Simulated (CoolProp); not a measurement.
Values from CoolProp's reference Helmholtz-energy equation of state, Tillner-Roth 1994.

Give the vapour pressure (MPa), liquid density (kg/m³), surface tension (mN/m), liquid viscosity (µPa s) of saturated R134a at 273.9 K.


```tsv
T (K)	p (MPa)	liquid density (kg/m³)	surface tension (mN/m)	liquid viscosity (µPa s)
273.9	0.301	1290	11.3	264
```

Viscosity comes from a separate model (Huber 2003), an estimate that may be off by 10 % or more. Surface tension comes from a separate correlation (Mulero 2012).
